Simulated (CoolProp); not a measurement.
Values from CoolProp's reference Helmholtz-energy equation of state, Penoncello 2003.

Question: Give the vapour pressure (MPa), liquid density (kg/m³), vapour Z, vapour viscosity (µPa s) of saturated CHF3 (R23) at 165.6, 191.8, 195.6 K.

Answer: 
```csv
T (K),p (MPa),liquid density (kg/m³),vapour Z,vapour viscosity (µPa s)
165.6,0.0177,1540,0.986,8.06
191.8,0.105,1440,0.956,9.51
195.6,0.130,1430,0.950,9.71
```

Viscosity comes from a separate model (Shan 2000).
